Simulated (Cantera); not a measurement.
Input: 1 mol Fe2O3, 0.23 mol SO3, 0.12 mol O2, equilibrated at 1427 °C.

Cantera equilibrium calculation (NASA polynomials, part measured and part estimated; ideal gas, pure solids and liquids). Candidate condensed phases: Fe, FeO, FeS, FeSO4, FeS2, Fe2O3, Fe2(SO4)3, Fe3O4, S; 12 gas species. Mutual solubility and eutectic melting of coexisting phases are not modelled. Rates play no part.

log p: log10 of the partial pressure in bar; n: condensed amount in mol.

```tsv
P (Pa)	log p O2	log p SO2	log p SO3	log p O	log p SO	log p FeO	n Fe3O4(s)	n Fe2O3(s)
1000	-2.20	-2.44	-5.35	-5.45	[?]	-8.16	0.667	0
2300	-1.84	-2.08	-4.81	-5.27	[?]	-8.22	0.667	0
5400	-1.46	-1.71	-4.26	-5.08	[?]	-8.28	0.667	0
13000	-1.08	-1.33	-3.68	-4.89	[?]	-8.34	0.667	0
29000	-0.73	-0.98	-3.16	-4.72	[?]	-8.40	0.667	0
68000	-0.37	-0.60	-2.60	-4.53	[?]	-8.46	0.621	0.0691
160000	-0.09	-0.11	-1.97	-4.40	[?]	-8.53	0	1.00
370000	0.27	0.26	-1.43	-4.21	[?]	-8.62	0	1.00
860000	0.63	0.62	-0.88	-4.03	[?]	-8.71	0	1.00
2000000	1.00	0.98	-0.34	-3.85	[?]	-8.80	0	1.00
```

Question: Some entries are withheld; supply them.

Answer: 
- 1000, log p SO: -6.56
- 2300, log p SO: -6.38
- 5400, log p SO: -6.19
- 13000, log p SO: -6.00
- 29000, log p SO: -5.83
- 68000, log p SO: -5.64
- 160000, log p SO: -5.28
- 370000, log p SO: -5.10
- 860000, log p SO: -4.92
- 2000000, log p SO: -4.74
